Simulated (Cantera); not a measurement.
Input (Python, Cantera) and output of one run.

```python
import numpy as np
import cantera as ct

gas_names = """
    N NO NO2 NO3 N2 N2O O O2 O3 Pb PbO Pb2
""".split()
cond_names = """
    Pb(cr) Pb(L) PbO(rd) PbO(yw) PbO(L) PbO2(s) Pb3O4(s)
""".split()


# ... load() reads the species with a 1 bar reference pressure and builds the phases ...
atoms = {
    'Pb': {'Pb': 1},
    'O2': {'O': 2},
    'N2': {'N': 2},
}
top_T = {'Pb3O4(s)': 820}  # K; cautious upper limits of use, not melting points


# ... equilibrate(T, P, feed) seeds the gas with the atoms and calls Mixture.equilibrate('TP', solver="vcs", rtol=1e-11, max_steps=5000) ...
results = []
feed = {'Pb': 1, 'O2': 0.025, 'N2': 0.85}  # mol
T = 1373.15  # K
for P in [10, 42, 180, 750, 3200, 13000, 56000, 240000, 1000000]:
    mix = equilibrate(T, P, feed)
    results.append((T, P, feed, dict(zip(mix.species_names, mix.species_moles))))

top = {s: max(r[3][s] / sum(r[3][g] for g in gas_names) for r in results) for s in gas_names}
cols = sorted((s for s in top if top[s] > 1e-06), key=lambda s: -top[s])[:9]
seen = [c for c in cond_names if any(r[3].get(c, 0) > 1e-12 for r in results)]
print("log10 of partial pressures in bar; condensed amounts in mol")
print(f"{'P/Pa':>10s}" + "".join(f"{s[:9]:>10s}" for s in cols + seen))
for T, P, feed, n in results:
    ng = sum(n[g] for g in gas_names)
    print(f"{P:10.4g}" + "".join(f"{np.log10(max(n[s] / ng * P / 1e5, 1e-99)):10.3f}" for s in cols)
          + "".join(f"{n.get(c, 0):10.4g}" for c in seen))
```

Result:

```
log10 of partial pressures in bar; condensed amounts in mol
      P/Pa        N2        Pb       PbO        O2       Pb2        NO     Pb(L)    PbO(L)
        10    -4.338    -4.289    -5.572    -7.989   -10.149    -8.980         0         0
        42    -3.715    -3.666    -4.946    -7.984    -8.903    -8.665         0         0
       180    -3.082    -3.034    -4.313    -7.983    -7.639    -8.349         0         0
       750    -2.463    -2.414    -3.693    -7.982    -6.400    -8.038         0         0
      3200    -1.617    -2.192    -2.848    -6.736    -5.955    -6.992    0.7238         0
   1.3e+04    -0.913    -2.192    -2.826    -6.693    -5.955    -6.619    0.9052   0.03961
   5.6e+04    -0.258    -2.192    -2.826    -6.693    -5.955    -6.291    0.9401    0.0477
   2.4e+05     0.379    -2.192    -2.826    -6.693    -5.955    -5.973    0.9477   0.04947
     1e+06     1.000    -2.192    -2.826    -6.693    -5.955    -5.663    0.9495   0.04987
```

These are equilibrium values from Cantera (NASA tables, ideal gas, pure condensed phases), not measurements of a reactor. Each liquid is taken as pure. Mutual solubility and eutectic melting of coexisting phases are not modelled. Gases not in the tables: (PbO)n polymers.
